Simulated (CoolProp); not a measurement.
The numbers come from the reference Helmholtz-energy equation of state, Fiedler 2023 in CoolProp.

**Question.** Give the vapour pressure (MPa), enthalpy of vaporisation (kJ/kg), liquid cp (kJ/(kg K)), vapour Z of saturated tetrahydrofuran at 457.7 K.

**Answer.** 
| T (K) | p (MPa) | enthalpy of vaporisation (kJ/kg) | liquid cp (kJ/(kg K)) | vapour Z |
|---|---|---|---|---|
| 457.7 | 1.58 | 302 | 2.51 | 0.789 |
